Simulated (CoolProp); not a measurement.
n-hexane at several states: density (kg/m³) from the reference equation and from simpler models built on Tc = 234.7 °C, pc = 30.44 bar, ω = 0.300; each cubic takes its own stable root.

The numbers come from the reference Helmholtz-energy equation of state, Thol 2019 in CoolProp.

```json
[
 {"T (°C)": "46.45", "p (bar)": "8.43", "phase": "liquid", "reference": "636.0"},
 {"T (°C)": "102.45", "p (bar)": "5.06", "phase": "liquid", "reference": "578.9"},
 {"T (°C)": "200.55", "p (bar)": "26.9", "phase": "liquid", "reference": "446.3"},
 {"T (°C)": "209.35", "p (bar)": "25.9", "phase": "liquid", "reference": "422.8"},
 {"T (°C)": "10.45", "p (bar)": "77.9", "phase": "liquid", "reference": "675.2"}
]
```

**Question.** How far does each simpler model (van der Waals, Redlich-Kwong, Soave-Redlich-Kwong, Peng-Robinson) lie from the reference over these 5 states: mean and median of the absolute difference, and the worst?

**Answer.** 
- van der Waals: mean 51.7 %, median 40.7 %, worst -97.3 % at 102.45 °C and 5.06 bar
- Redlich-Kwong: mean 16.7 %, median 15.0 %, worst -22.6 % at 209.35 °C and 25.9 bar
- Soave-Redlich-Kwong: mean 12.9 %, median 10.5 %, worst -18.2 % at 209.35 °C and 25.9 bar
- Peng-Robinson: mean 3.7 %, median 1.9 %, worst -8.0 % at 209.35 °C and 25.9 bar

At some of these states van der Waals gives the other phase, because its saturation line lies elsewhere.
